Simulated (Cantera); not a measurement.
An adiabatic, constant-volume homogeneous reactor starts with 20.1 % CH₃OH, 16.8 % O₂, 63.1 % N₂, equivalence ratio 1.8, at 1300 K and 3750 Torr.

Cantera simulation using GRI-Mech 3.0 (53 species, 325 reactions); the numbers are that mechanism's predictions, not measurements. GRI-Mech 3.0 was tuned for natural gas; its chemistry of methanol as a main component is partial and can be far from experiment.

Question: Predict: time of steepest temperature rise; temperature at 0.200 s; equilibrium temperature; x(O₂) at 0.200 s; x(OH) at 0.200 s; x(CO) at 0.200 s; x(H₂O) at 0.200 s; x(HCN) at 0.200 s.

Answer: 
```json
{
  "time_of_steepest_temperature_rise": "0.453 ms",
  "temperature at 0.200 s": "2853 K",
  "equilibrium_temperature": "2853 K",
  "x(O₂) at 0.200 s": "0.000288 (gas-phase equilibrium 0.000288)",
  "x(OH) at 0.200 s": "0.00568 (gas-phase equilibrium 0.00568)",
  "x(CO) at 0.200 s": "0.122 (gas-phase equilibrium 0.122)",
  "x(H₂O) at 0.200 s": "0.222 (gas-phase equilibrium 0.222)",
  "x(HCN) at 0.200 s": "3.22e-7 (gas-phase equilibrium 3.22e-7)"
}
```
